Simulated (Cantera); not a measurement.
A Cantera script and its output.

```python
import numpy as np
import cantera as ct

gas = ct.Solution("h2o2.yaml")


def delay(T, t_max=10):
    gas.TPX = T, 44000, {'H2': 1, 'O2': 1.04, 'N2': 4.38}
    reactor = ct.IdealGasReactor(gas, clone=False)
    net = ct.ReactorNet([reactor])
    net.rtol, net.atol = 1e-8, 1e-16
    while net.time < t_max:
        t_old, T_old = net.time, reactor.T
        net.step()
        if reactor.T > T + 400:  # ignition: a rise of 400 K
            return t_old + (T + 400 - T_old) / (reactor.T - T_old) * (net.time - t_old)
    return np.nan


taus = []
for T in [1075, 1150, 1225, 1300, 1375, 1450, 1525, 1600]:
    taus.append(delay(T))
    print(f"T0 = {T:6g} K   tau = {taus[-1]:.4e} s")

# d ln(tau) / d ln(k), from doubling and halving each rate constant
T, sens = 1150, []
for i in range(gas.n_reactions):
    gas.set_multiplier(2.0, i)
    up = delay(T)
    gas.set_multiplier(0.5, i)
    down = delay(T)
    gas.set_multiplier(1.0, i)
    sens.append((np.log(up / down) / np.log(4.0), gas.reaction(i).equation))
sens.sort(key=lambda x: -abs(x[0]))
print(f"sensitivities at {T} K")
for s, eq in sens[:10]:
    print(f"{s:8.3f}  {eq}")
```

Result:

```
T0 =   1075 K   tau = 2.4112e-04 s
T0 =   1150 K   tau = 1.5754e-04 s
T0 =   1225 K   tau = 1.1560e-04 s
T0 =   1300 K   tau = 9.3398e-05 s
T0 =   1375 K   tau = 8.2161e-05 s
T0 =   1450 K   tau = 7.7763e-05 s
T0 =   1525 K   tau = 7.8069e-05 s
T0 =   1600 K   tau = 8.1910e-05 s
sensitivities at 1150 K
  -0.606  H + O2 <=> O + OH
  -0.198  H2 + O <=> H + OH
  -0.087  H2 + OH <=> H + H2O
  -0.045  H + HO2 <=> H2 + O2
  -0.045  H + O2 + H2O <=> HO2 + H2O
  -0.012  H + OH + M <=> H2O + M
  -0.010  H + HO2 <=> 2 OH
   0.004  H + O2 + N2 <=> HO2 + N2
  -0.003  2 H + M <=> H2 + M
  -0.003  2 H + H2O <=> H2 + H2O
```

Cantera simulation using the H2/O2 subset of GRI-Mech 3.0, which has no nitrogen chemistry; the numbers are that mechanism's predictions, not measurements. Where the delays flatten at high temperature, the 400 K rule measures the pace of heat release, not the induction time.
